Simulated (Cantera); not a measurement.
A Cantera script and its output.

```python
import numpy as np
import cantera as ct

gas = ct.Solution("gri30.yaml")
gas.TPX = 1225, 840, {'H2': 0.16, 'O2': 1, 'H2O': 0.0019}
reactor = ct.IdealGasConstPressureReactor(gas, energy="off", clone=False)
net = ct.ReactorNet([reactor])
net.rtol, net.atol = 1e-08, 1e-18
show = ['H2', 'O2', 'H2O', 'O', 'H', 'HO2', 'OH']
times = np.geomspace(0.0009, 2, 10)

steps = ct.SolutionArray(gas, extra=["t"])
rows = []
print(f"{'t/s':>10s}{'T/K':>9s}{'P/Pa':>11s}" + "".join(f"{s:>11s}" for s in show))
for t in times:
    while net.time < t:
        t_next = net.step()
        steps.append(gas.state, t=t_next)
    rows.append([np.interp(t, steps.t, y) for y in (steps.T, steps.P, *steps(*show).X.T)])
    print(f"{t:10.3e}{rows[-1][0]:9.1f}{rows[-1][1]:11.4g}" + "".join(f"{x:11.3e}" for x in rows[-1][2:]))
rate = np.gradient(steps.T, steps.t)
print("integrator steps:", len(steps.t))
if steps.T.max() > steps.T[0] + 200:
    print(f"time of steepest temperature rise: {steps.t[rate.argmax()]:.4e} s")
gas.TPX = 1225, 840, {'H2': 0.16, 'O2': 1, 'H2O': 0.0019}
gas.equilibrate("TP")
print(f"equilibrium (TP): T = {gas.T:.1f} K  " + "  ".join(f"{s} {gas[s].X[0]:.3e}" for s in show))
```

Result:

```
       t/s      T/K       P/Pa         H2         O2        H2O          O          H        HO2         OH
 9.000e-04   1225.0        840  1.377e-01  8.606e-01  1.658e-03  1.098e-05  1.192e-05  1.257e-07  7.037e-06
 2.119e-03   1225.0        840  3.646e-02  7.983e-01  7.754e-02  3.687e-02  3.828e-02  3.844e-06  1.250e-02
 4.989e-03   1225.0        840  4.810e-03  7.743e-01  1.129e-01  6.318e-02  3.664e-02  4.143e-06  8.149e-03
 1.174e-02   1225.0        840  4.267e-03  7.856e-01  1.189e-01  5.421e-02  2.938e-02  4.211e-06  7.727e-03
 2.765e-02   1225.0        840  3.152e-03  8.057e-01  1.292e-01  3.788e-02  1.739e-02  4.228e-06  6.716e-03
 6.510e-02   1225.0        840  1.531e-03  8.300e-01  1.408e-01  1.744e-02  5.478e-03  3.789e-06  4.735e-03
 1.533e-01   1225.0        840  4.118e-04  8.447e-01  1.471e-01  4.578e-03  7.363e-04  2.417e-06  2.468e-03
 3.608e-01   1225.0        840  7.884e-05  8.490e-01  1.489e-01  8.733e-04  6.134e-05  9.495e-07  1.083e-03
 8.495e-01   1225.0        840  1.573e-05  8.500e-01  1.493e-01  1.749e-04  5.502e-06  2.811e-07  4.859e-04
 2.000e+00   1225.0        840  3.791e-06  8.502e-01  1.495e-01  4.236e-05  6.562e-07  8.374e-08  2.394e-04
integrator steps: 1604
equilibrium (TP): T = 1225.0 K  H2 3.769e-08  O2 8.503e-01  H2O 1.496e-01  O 4.261e-07  H 6.645e-10  HO2 1.861e-08  OH 2.401e-05
```

Detailed kinetics in Cantera: GRI-Mech 3.0 (53 species, 325 reactions). Radical loss at walls, strong at low pressure, is not modelled. The temperature is held fixed by assumption; the heat of reaction is taken as removed at once.
